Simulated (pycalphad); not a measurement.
All values are pycalphad results on the COST 507 light-alloy database (1999) (1 atm), not direct measurements. These are 1990s assessments: newer ones move some temperatures and phases. Phase fractions are per mole of atoms.

**Question.** Give the equilibrium state of Mg-0.3925Si-0.366Al (wt.%) at 800 K.

**Answer.** 
```
T = 800.00 K, P = 101325 Pa, N = 1 mol of atoms
G = -34022 J/mol, H = 13686 J/mol, S = 59.63 J/(mol K)  (SER reference)
chemical potentials (J/mol): Mg -33782, Si -78620, Al -60158
phase             fraction      x(Mg)      x(Si)      x(Al)
HCP_A3              0.9898     0.9967   3.67e-06     0.0033
MG2SI               0.0102     0.6667     0.3333       none
```

Database names, with the compositions (at.%) that they take in these runs: MG2SI: Mg 67 Si 33. HCP_A3 is hcp. An entry "none" or "no" means that the model of the phase leaves that element out.
